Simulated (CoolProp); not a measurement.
The numbers come from the reference Helmholtz-energy equation of state, Wagner 2002 in CoolProp.

Q: For water, give the phase and the cv (kJ/(kg K)) at 530.05 °C and 0.135 MPa.

A: 
- 530.05 °C and 0.135 MPa: gas; cv 1.69
